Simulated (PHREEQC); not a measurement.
Consider water at 69 °C with 0.00108 mol NaOH and 6.7e-05 mol H3BO3 per kg of water. Closed to the air; pH follows from the charge balance.

Equilibrium calculation in PHREEQC: Pitzer model, pitzer.dat.

This is a speciation only: nothing precipitates in the calculation.

Question: What pH does the model give?

Answer: pH 9.81.

Question: In which forms is B present?

Answer: B(OH)4- 79 %, B(OH)3 21 % of the B.

Species that the database lacks are ignored. Constants without temperature data keep their 25 °C values here.
